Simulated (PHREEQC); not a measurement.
Leach liquor (model solution)

Dissolve 0.004 mol H2SO4, 0.0039 mol ZnSO4 and 0.3 mol MgSO4 per kg of water at 30 °C. Closed to the air; pH follows from the charge balance.

Model: ion-association model, phreeqc.dat, run in PHREEQC.

Each row changes one thing in this solution. No solid was allowed to form.

```
case                                                pH  ionic strength (mol/kgw)  MgSO4 (mol/kgw)  Mg+2 (mol/kgw)  SO4-2 (mol/kgw)  HSO4- (mol/kgw)  SI of Zn(OH)2(e) (Zn(OH)2)
------------------------------------------------  ----  ------------------------  ---------------  --------------  ---------------  ---------------  --------------------------
as made                                           2.78                     0.460            0.186           0.114            0.112          0.00583                       -9.49
ZnSO4 from 0.0039 to 0.00351 mol/kgw              2.78                     0.459            0.187           0.113            0.112          0.00583                       -9.53
ZnSO4 from 0.0039 to 0.0078 mol/kgw               2.78                     0.466            0.186           0.114            0.112          0.00582                       -9.19
MgSO4 from 0.3 to 0.27 mol/kgw                    2.76                     0.423            0.166           0.104            0.103          0.00575                       -9.49
H2SO4 replaced by Al2(SO4)3 at the same molality  4.62                     0.464            0.187           0.113            0.114          8.47e-5                       -5.80
diluted 5-fold with water                         3.23                     0.120           0.0305          0.0295           0.0298         0.000870                       -8.93
H2SO4 from 0.004 to 0.002 mol/kgw                 3.08                     0.458            0.187           0.113            0.112          0.00292                       -8.88
```

Some of these states are supersaturated (in Gibbsite (slow to form), for instance).
